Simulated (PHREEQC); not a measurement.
A solution holds 3.4 mmol/kgw Na2SiO3, at 25 °C. Closed to the air; pH follows from the charge balance.

The numbers come from PHREEQC with the ion-association model, phreeqc.dat.

Each row changes one thing in this solution. This is a speciation only: nothing precipitates in the calculation.

| case | pH | ionic strength (mol/kgw) | H3SiO4- (mol/kgw) | H4SiO4 (mol/kgw) | SI of Quartz (SiO2) |
|---|---|---|---|---|---|
| as made | 11.48 | 0.00689 | 0.00325 | 6.59e-5 | -0.20 |
| diluted 5-fold with water | 10.84 | 0.00136 | 0.000619 | 5.78e-5 | -0.26 |
| diluted 2-fold with water | 11.21 | 0.00342 | 0.00161 | 6.36e-5 | -0.22 |
| Na2SiO3 replaced by (NH4)2SiF6 at the same molality | 3.21 | 0.0103 | 1.42e-10 | (withheld) | +0.71 |
| Na2SiO3 from 0.0034 to 0.017 mol/kgw | 12.09 | 0.0360 | 0.0149 | 6.77e-5 | -0.18 |
| temperature from 25 to 45 °C | 10.89 | (withheld) | 0.00319 | (withheld) | -0.16 |
| temperature from 25 to 80 °C | (withheld) | 0.00685 | 0.00300 | 0.000356 | -0.15 |
| Na2SiO3 from 0.0034 to 0.0017 mol/kgw | 11.21 | 0.00342 | 0.00161 | 6.36e-5 | -0.22 |

### Question
Fill in the missing entries.

### Answer

- Na2SiO3 replaced by (NH4)2SiF6 at the same molality, H4SiO4 (mol/kgw): 0.000541
- temperature from 25 to 45 °C, ionic strength (mol/kgw): 0.00687
- temperature from 25 to 45 °C, H4SiO4 (mol/kgw): 0.000136
- temperature from 25 to 80 °C, pH: 10.12

Some of these states are supersaturated (in Quartz (slow to form), Chalcedony (slow to form), for instance). At this temperature some constants are extrapolated from 25 °C, and those without enthalpy data are left unchanged. SiF6-2 is the database's only silicon fluoride.
